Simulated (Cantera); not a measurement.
Standard-state values (1 bar) from the NASA 1993 polynomials, evaluated with Cantera. Values are per mole of reaction as written; species without (g) are pure solids or liquids, kept so even where they would boil at 1 bar. TaC: taken at fixed stoichiometry.

3 CH4(g) + TaC = Ta + 4 CH3(g)

```tsv
T (K)	ΔH° (kJ)	ΔS° (J/K)	ΔG° (kJ)	log10 K
375	?	?	?	?
475	960.9	230.3	851.4	-93.63
575	?	?	?	?
675	964.2	236.3	804.7	-62.27
775	?	?	?	?
875	964.8	237.2	757.3	-45.20
975	?	?	?	?
```

### Question
Fill in the missing entries.

### Answer

- 375, ΔH° (kJ): 958.1
- 375, ΔS° (J/K): 223.7
- 375, ΔG° (kJ): 874.2
- 375, log10 K: -121.76
- 575, ΔH° (kJ): 962.9
- 575, ΔS° (J/K): 234.3
- 575, ΔG° (kJ): 828.2
- 575, log10 K: -75.23
- 775, ΔH° (kJ): 964.8
- 775, ΔS° (J/K): 237.2
- 775, ΔG° (kJ): 781.0
- 775, log10 K: -52.64
- 975, ΔH° (kJ): 964.4
- 975, ΔS° (J/K): 236.7
- 975, ΔG° (kJ): 733.5
- 975, log10 K: -39.30
